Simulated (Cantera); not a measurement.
Mixture: 1.07 % C3H8, 8.80 % O2, 90.1 % N2, at 5.00 bar, adiabatic and at constant volume. Ignition delay is the time to a rise of 400 K.

Computed with Cantera and GRI-Mech 3.0 (53 species, 325 reactions). GRI-Mech 3.0 was tuned for natural gas; its chemistry of propane as a main component is partial and can be far from experiment. Where the delays flatten at high temperature, the 400 K rule measures the pace of heat release, not the induction time.

Question: Predict: delay at 1125 K; delay at 1275 K; delay at 1425 K; delay at 1575 K; delay at 1725 K.

Answer: 
- delay at 1125 K: 20.3 ms
- delay at 1275 K: 1.10 ms
- delay at 1425 K: 0.114 ms
- delay at 1575 K: 25.1 µs
- delay at 1725 K: 11.6 µs
